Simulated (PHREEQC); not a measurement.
0.2 mol of Gypsum (CaSO4:2H2O) is brought to equilibrium with 1 kg of water holding 0.19 mol/kgw LiCl, with rising amounts of CaCl2, at 25 °C. O2 is buffered at 0.21 atm. No CO2 enters from the air. The run lets Gypsum precipitate or redissolve, and no other solid.

Model: ion-association model, phreeqc.dat, run in PHREEQC.

```tsv
CaCl2 added (mol)	dissolved Ca (mol/kgw)	dissolved S (mol/kgw)	Ca+2 (mol/kgw)	SO4-2 (mol/kgw)	LiSO4- (mol/kgw)
0	0.0248	0.0248	0.0203	0.0166	0.00367
0.00833	0.0296	0.0213	0.0252	0.0138	0.00301
0.0167	0.0353	0.0186	0.0309	?	0.00250
0.0333	0.0484	0.0151	0.0440	0.00886	0.00182
0.0417	0.0556	0.0139	0.0512	?	0.00159
0.05	0.0629	0.0130	0.0586	0.00718	?
0.0583	0.0705	0.0122	0.0661	0.00659	0.00127
0.0667	0.0783	0.0116	0.0739	0.00610	0.00115
0.0833	0.0939	0.0106	0.0896	0.00537	0.000972
0.0917	0.102	?	0.0976	0.00507	0.000901
0.1	0.110	0.00991	0.106	0.00482	0.000842
```

**Question.** Complete the blanks.

**Answer.** 
- 0.0167, SO4-2 (mol/kgw): 0.0117
- 0.0417, SO4-2 (mol/kgw): 0.00791
- 0.05, LiSO4- (mol/kgw): 0.00141
- 0.0917, dissolved S (mol/kgw): 0.0102
